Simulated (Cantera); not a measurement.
## Hydrogen reduction and annealing atmospheres: V₂O₅ + H₂ + N₂

Input: 1 mol V₂O₅, 2.7 mol H₂, 1.5 mol N₂, held at 0.00600 bar.

Method: chemical equilibrium by Gibbs-energy minimisation in Cantera with the NASA 1993 tables (ideal gas, pure condensed phases). Candidate condensed phases: H₂O, V, VN, VO, V₂O₃, V₂O₄, V₂O₅; 28 gas species. Condensed phases not in the tables: the oxides between V₂O₃ and V₂O₅ other than VO₂. Rates play no part.

| T (K) | log p H₂O | log p N₂ | log p VO₂ | log p H₂ | log p H | log p OH | log p VO | n V₂O₃(s) |
|---|---|---|---|---|---|---|---|---|
| 948 | -2.54 | -2.67 | <-14 | -3.00 | -10.78 | -13.16 | <-14 | 1.00 |
| 1048 | -2.54 | -2.67 | <-14 | -3.00 | -9.61 | -11.66 | <-14 | 1.00 |
| 1148 | -2.54 | -2.67 | -13.09 | -3.00 | -8.64 | -10.41 | <-14 | 1.00 |
| 1248 | -2.54 | -2.67 | -11.33 | -3.00 | -7.83 | -9.37 | <-14 | 1.00 |
| 1348 | -2.54 | -2.67 | -9.84 | -3.00 | -7.14 | -8.47 | -14.02 | 1.00 |
| 1448 | -2.54 | -2.67 | -8.56 | -3.00 | -6.54 | -7.70 | -12.45 | 1.000 |
| 1548 | -2.54 | -2.67 | -7.45 | -3.00 | -6.01 | -7.03 | -11.09 | 1.000 |
| 1648 | -2.54 | -2.67 | -6.49 | -3.00 | -5.55 | -6.44 | -9.90 | 1.000 |
| 1748 | -2.54 | -2.67 | -5.63 | -3.00 | -5.14 | -5.92 | -8.86 | 0.999 |
| 1848 | -2.55 | -2.67 | -4.88 | -3.00 | -4.78 | -5.46 | -7.93 | 0.995 |
| 1948 | -2.56 | -2.68 | -4.21 | -3.00 | -4.45 | -5.05 | -7.09 | 0.978 |
| 2048 | -2.59 | -2.69 | -3.64 | -2.98 | -4.14 | -4.71 | -6.33 | 0.915 |
| 2148 | -2.68 | -2.73 | -3.16 | -2.93 | -3.85 | -4.48 | -5.59 | 0.722 |
| 2248 | -2.90 | -2.81 | -2.82 | -2.87 | -3.57 | -4.43 | -4.84 | 0.255 |
log p: log10 of the partial pressure in bar; n: condensed amount in mol.

From 948 K to 2248 K the condensed part is V₂O₃(s).
